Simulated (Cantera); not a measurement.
Source: NASA polynomial tables (part measured, part estimated), evaluated in Cantera. Values are per mole of reaction as written; species without (g) are pure solids or liquids, kept so even where they would boil at 1 bar.

3 Sr + 6 HCl(g) + N2(g) → 2 NH3(g) + 3 SrCl2, with ΔH° = -2024.6 kJ and ΔS° = -747.9 J/K at 300 K.

Task: How far is the shortcut ΔG° ≈ ΔH°(300 K) − T·ΔS°(300 K) from the full temperature-dependent value at 698, 748, 798, 848, 898, 948, 998, 1048, 1098 K?

Result: 
```tsv
T (K)	shortcut (kJ)	full (kJ)	difference (kJ)	difference in log10 K	condensed phases
698	-1502.5	-1507.7	5.2	-0.39	Sr(s), SrCl2(s)
748	-1465.1	-1471.8	6.6	-0.46	Sr(s), SrCl2(s)
798	-1427.7	-1436.1	8.3	-0.55	Sr(s), SrCl2(s)
848	-1390.3	-1400.5	10.2	-0.63	Sr(s), SrCl2(s)
898	-1352.9	-1365.1	12.1	-0.71	Sr(s), SrCl2(s)
948	-1315.5	-1329.9	14.4	-0.79	Sr(s), SrCl2(s)
998	-1278.1	-1295.0	16.9	-0.88	Sr(s), SrCl2(s)
1048	-1240.7	-1261.2	20.4	-1.02	Sr(l), SrCl2(s)
1098	-1203.4	-1226.7	23.4	-1.11	Sr(l), SrCl2(s)
```
The shortcut ignores heat capacities and the phase changes listed.
